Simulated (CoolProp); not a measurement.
A Linde-Hampson liquefier for carbon monoxide: isothermal reversible compression at 290 K from 1 atm to 40 MPa, throttling to 1 atm, return gas leaving the recuperator 2 K below the feed. Each further row changes one setting.

Computed with CoolProp (reference Helmholtz-energy equation of state, Lemmon 2006). It is a short technical equation, of lower accuracy than the large ones.

| case | liquid yield per pass | compression work (kJ/kg of gas) |
|---|---|---|
| as stated | 0.112 | 519 |
| high pressure 80 MPa | 0.072 | 607 |
| warm-end temperature 320 K | 0.082 | 578 |
| warm-end gap 7 K | 0.101 | 519 |
